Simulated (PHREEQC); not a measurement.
0.39 g of hydrous ferric oxide (600 m²/g; 0.2 weak and 0.005 strong sites per Fe, Dzombak-Morel constants, diffuse double layer) in 1 kg of water with 0.001 mol/kgw of an inert sodium salt and 1.1e-05 mol/kgw Na2SeO4, at 25 °C; the pH is set by adding NaOH or the inert anion's acid. Oxygen alone is held at its pressure in air (log pO2 = -0.68). The system is closed to CO2. No solid was allowed to form.

The series has 17 steps of pH, from 3 to 9.

Equilibrium calculation in PHREEQC: ion-association model, wateq4f.dat.

Task: Near which pH is half of the Se sorbed, and on which side is more sorbed?

Result: Near pH 6.9, with more sorbed at lower pH.

The oxide is taken as insoluble; below pH 4 it would dissolve.
